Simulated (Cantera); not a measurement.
Feed: 1 mol C3H6, 9.7 mol H2, held at 525 °C and 10.0 bar.

Cantera equilibrium calculation (NASA polynomials, part measured and part estimated; ideal gas, pure solids and liquids). Candidate condensed phases: C, C6H6, C7H8, C8H18; 76 gas species. The numbers say what is thermodynamically allowed, not how fast it happens.

Base state: H2 0.691, CH4 0.309 (mole fractions); condensed: gas only.

**Question.** What changes in the equilibrium state with this change: temperature from 525 °C to 2175 °C?

**Answer.** 
```csv
species,before,after
H2,0.691,0.983
C2H2 (acetylene),<1e-9,0.00850
H,<1e-9,0.00624
CH4,0.309,0.00158
CH3,<1e-9,0.000183
C2H4,1.86e-9,7.34e-5
C4H2,<1e-9,3.03e-5
"C(graphite), mol",0,2.76
```
